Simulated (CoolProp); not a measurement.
Vapour-liquid equilibrium of R152A (1) + R113 (2) at 176 kPa; x and y are mole fractions of (1).

The numbers come from the multi-fluid Helmholtz-energy mixture model, Outcalt 1996 and Marx 1992; pair parameters Bell 2016 in CoolProp.

```json
[
 {"x": "0.05", "bubble temperature (°C)": "44.9", "y at the bubble point": "0.481", "dew temperature at overall composition x (°C)": "63.6", "liquid density (mol/L)": "8.239"},
 {"x": "0.15", "bubble temperature (°C)": "21.3", "y at the bubble point": "0.798", "dew temperature at overall composition x (°C)": "59.9", "liquid density (mol/L)": "8.913"},
 {"x": "0.25", "bubble temperature (°C)": "9.8", "y at the bubble point": "0.885", "dew temperature at overall composition x (°C)": "55.9", "liquid density (mol/L)": "9.476"},
 {"x": "0.35", "bubble temperature (°C)": "3.6", "y at the bubble point": "0.920", "dew temperature at overall composition x (°C)": "51.5", "liquid density (mol/L)": "10.01"},
 {"x": "0.45", "bubble temperature (°C)": "-0.1", "y at the bubble point": "0.938", "dew temperature at overall composition x (°C)": "46.6", "liquid density (mol/L)": "10.57"},
 {"x": "0.55", "bubble temperature (°C)": "-2.6", "y at the bubble point": "0.949", "dew temperature at overall composition x (°C)": "40.9", "liquid density (mol/L)": "11.16"},
 {"x": "0.65", "bubble temperature (°C)": "-4.4", "y at the bubble point": "0.958", "dew temperature at overall composition x (°C)": "34.3", "liquid density (mol/L)": "11.80"},
 {"x": "0.75", "bubble temperature (°C)": "-6.1", "y at the bubble point": "0.967", "dew temperature at overall composition x (°C)": "26.1", "liquid density (mol/L)": "12.53"},
 {"x": "0.85", "bubble temperature (°C)": "-7.8", "y at the bubble point": "0.977", "dew temperature at overall composition x (°C)": "14.9", "liquid density (mol/L)": "13.37"},
 {"x": "0.95", "bubble temperature (°C)": "-9.7", "y at the bubble point": "0.991", "dew temperature at overall composition x (°C)": "-2.7", "liquid density (mol/L)": "14.34"}
]
```

No azeotrope shows between x = 0.05 and 0.95.

Pair parameters are fitted to limited data, so mixtures are less certain than the pure fluids. With so large a gap from Raoult's law the liquid may split in two, which this calculation doesn't test in full.
